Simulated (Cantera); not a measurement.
Input (Python, Cantera) and output of one run.

```python
import numpy as np
import cantera as ct

gas_names = """
    C CH CH2 CH3 CH2OH CH3O CH4 CH3OH CO CO2 COOH C2 C2H CHCO,ketyl C2H2,acetylene C2H2,vinylidene
    CH2CO,ketene C2H3,vinyl CH3CO,acetyl C2H4 C2H4O,ethylen CH3CHO,ethanal CH3COOH (HCOOH)2 C2H5 C2H6
    CH3OCH3 C2H5OH C2O C3 C3H3,propargyl C3H4,allene C3H4,propyne C3H4,cyclo- C3H5,allyl C3H6,propylene
    C3H6,cyclo- C3H6O C3H7,n-propyl C3H7,i-propyl C3H8 C3H8O,1propanol C3H8O,2propanol C3O2 C4 C4H2
    C4H4,1,3-cyclo- C4H6,butadiene C4H6,2-butyne C4H6,cyclo- C4H8,1-butene C4H8,cis2-buten
    C4H8,tr2-butene C4H8,isobutene C4H8,cyclo- (CH3COOH)2 C4H9,n-butyl C4H9,i-butyl C4H9,s-butyl
    C4H9,t-butyl C4H10,isobutane C4H10,n-butane C5 C5H6,1,3cyclo- C5H8,cyclo- C5H10,1-pentene
    C5H10,cyclo- C5H11,pentyl C5H11,t-pentyl C5H12,n-pentane C5H12,i-pentane CH3C(CH3)2CH3 C6H2
    C6H5,phenyl C6H5O,phenoxy C6H6 C6H5OH,phenol C6H10,cyclo- C6H12,1-hexene C6H12,cyclo- C6H13,n-hexyl
    C7H7,benzyl C7H8 C7H8O,cresol C7H14,1-heptene C7H15,n-heptyl C7H16,n-heptane C8H8,styrene
    C8H10,ethylbenz C8H16,1-octene C8H17,n-octyl C8H18,isooctane C8H18,n-octane C9H19,n-nonyl
    C10H8,naphthale C10H21,n-decyl C12H9,o-bipheny C12H10,bipheny H HCO HO2 H2 HCHO,formaldehy HCOOH H2O
    H2O2 O OH O2 O3 Pb PbO Pb2
""".split()
cond_names = """
    C(gr) C6H6(L) C7H8(L) C8H18(L),n-octa H2O(s) H2O(L) Pb(cr) Pb(L) PbO(rd) PbO(yw) PbO(L) PbO2(s)
    Pb3O4(s)
""".split()


def load(file, names, dense=False):
    # The tables refer to 1 bar. Condensed volumes are neglected.
    table = {s.name: s for s in ct.Species.list_from_file(file)}
    out = []
    for n in names:
        d = dict(table[n].input_data)
        d["thermo"] = dict(d["thermo"], **{"reference-pressure": 1e5})
        if dense:
            d["equation-of-state"] = {"model": "constant-volume", "density": "1e6 g/cm^3"}
        out.append(ct.Species.from_dict(d))
    return out


gas = ct.Solution(thermo="ideal-gas", species=load("nasa_gas.yaml", gas_names))
cond = {s.name: ct.Solution(thermo="fixed-stoichiometry", species=[s], name=s.name)
        for s in load("nasa_condensed.yaml", cond_names, dense=True)}
atoms = {
    'Pb': {'Pb': 1},
    'CO': {'C': 1, 'O': 1},
    'H2': {'H': 2},
}
top_T = {'C(gr)': 4500, 'Pb3O4(s)': 820}  # K; cautious upper limits of use, not melting points


def equilibrate(T, P, feed):
    n = {}
    for name, mol in feed.items():
        for a, k in atoms[name].items():
            n[a] = n.get(a, 0.0) + k * mol
    gas.TPX = T, P, n
    mass = sum(n.values()) * gas.mean_molecular_weight
    gas.equilibrate("TP")
    valid = [c for c in cond.values() if c.min_temp <= T <= top_T.get(c.name, c.max_temp)]
    mix = ct.Mixture([(gas, mass / gas.mean_molecular_weight)] + [(c, 0.0) for c in valid])
    mix.T, mix.P = T, P
    mix.equilibrate("TP", solver="vcs", rtol=1e-11, max_steps=5000)
    return mix


results = []
feed = {'Pb': 1, 'CO': 1.3, 'H2': 88}  # mol
T = 1600  # K
P = 13332.2  # Pa
mix = equilibrate(T, P, feed)
results.append((T, P, feed, dict(zip(mix.species_names, mix.species_moles))))
x = sorted(zip(gas.X, gas.species_names), reverse=True)
print(f"T = {T:g} K  P = {P:g} Pa  gas = {mix.phase_moles(0):.4g} mol")
print("   x: " + "  ".join(f"{s} {v:.3e}" for v, s in x if v > 0.0001))
print("   condensed (mol): " + ("  ".join(f"{mix.phase(i).name} {mix.phase_moles(i):.4g}"
      for i in range(1, mix.n_phases) if mix.phase_moles(i) > 1e-12) or "none"))
```

Result:

```
T = 1600 K  P = 13332.2 Pa  gas = 90.3 mol
   x: H2 9.744e-01  CO 1.438e-02  Pb 1.107e-02  H 1.470e-04
   condensed (mol): none
```

Equilibrium computed with Cantera from the NASA thermochemical tables; the gas is ideal and each condensed phase is pure.
